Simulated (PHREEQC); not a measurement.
Solution (20 °C): 2.3 mmol/kgw H2SO4 and 6.3 mmol/kgw Al(NO3)3. Closed to the air; pH follows from the charge balance.

Equilibrium calculation in PHREEQC: ion-association model, phreeqc.dat.

```tsv
quantity	before	after
pH	2.41	3.36
ionic strength (mol/kgw)	0.0352	0.00387
SO4-2 (mol/kgw)	0.000627	0.000130
HSO4- (mol/kgw)	0.000129	4.05e-6
```

### Question
Name the change that produced these shifts.
A. Al(NO3)3 from 0.0063 to 0.00063 mol/kgw
B. diluted 10-fold with water
C. Al(NO3)3 from 0.0063 to 0.00567 mol/kgw
D. Al(NO3)3 from 0.0063 to 0.00693 mol/kgw
E. Al(NO3)3 left out

### Answer
B, diluted 10-fold with water

No solid was allowed to form.
